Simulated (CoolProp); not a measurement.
The numbers come from the reference Helmholtz-energy equation of state, Lemmon 2006 in CoolProp. It is a short technical equation, of lower accuracy than the large ones.

**Question.** For nitrous oxide, give the phase and the cp (kJ/(kg K)), speed of sound (m/s) at 465.3 K and 39100 kPa; 496.4 K and 631 kPa; 333.3 K and 227 kPa.

**Answer.** 
- 465.3 K and 39100 kPa: supercritical; cp 1.61, speed of sound 426
- 496.4 K and 631 kPa: gas; cp 1.05, speed of sound 338
- 333.3 K and 227 kPa: gas; cp 0.921, speed of sound 280
